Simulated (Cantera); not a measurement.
Input: 1 mol PbO, 1.4 mol H₂, 0.36 mol N₂, at 0.133 bar.

These are equilibrium values from Cantera (NASA tables, ideal gas, pure condensed phases), not measurements of a reactor. Candidate condensed phases: H₂O, Pb, PbO, PbO₂, Pb₃O₄; 27 gas species. Kinetics and transport are ignored.

**Question.** At 1423 K, list the 6 most abundant gas species with their mole fractions, and the condensed phases.

**Answer.** H₂O 0.520, H₂ 0.208, N₂ 0.187, Pb 0.0841, PbO 4.70e-5, Pb₂ 2.10e-5. Condensed: Pb(l).
